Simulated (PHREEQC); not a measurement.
## Geothermal or formation water: an equilibrium model

Synthetic water in mmol/kgw, 30 °C, pH 6.57, pe 12.8: Na 158; K 37.9; Ca 16.4; Mg 12; Cl 211; S(6) 23.7; Alkalinity (meq/kgw) 0.214; O(0) (counted as O atoms) 0.52; Si 0.09; Br 0.507.

Cl is adjusted to close the charge balance.
Valence states are taken as typed.

Equilibrium calculation in PHREEQC: ion-association model, phreeqc.dat.

```
Item                          Value
--------------------  -------------
ionic strength        0.276 mol/kgw
activity of water             0.992
specific conductance    25500 µS/cm
density                 1.007 g/cm³
```

```tsv
species	molality	activity	log γ
Cl-	0.205	0.141	-0.161
Na+	0.155	0.113	-0.136
K+	0.0369	0.0253	-0.164
SO4-2	0.0144	0.00370	-0.591
Ca+2	0.0138	0.00404	-0.534
Mg+2	0.00928	0.00294	-0.499
NaSO4-	0.00299	0.00217	-0.140
MgSO4	0.00272	0.00290	0.028
CaSO4	0.00259	0.00276	0.028
KSO4-	0.000989	0.000717	-0.140
Br-	0.000507	0.000337	-0.178
O2	0.000260	0.000277	0.028
HCO3-	0.000188	0.000137	-0.140
H4SiO4	8.99e-5	9.58e-5	0.028
CO2	7.39e-5	7.88e-5	0.028
```

Precipitation was switched off in this run.
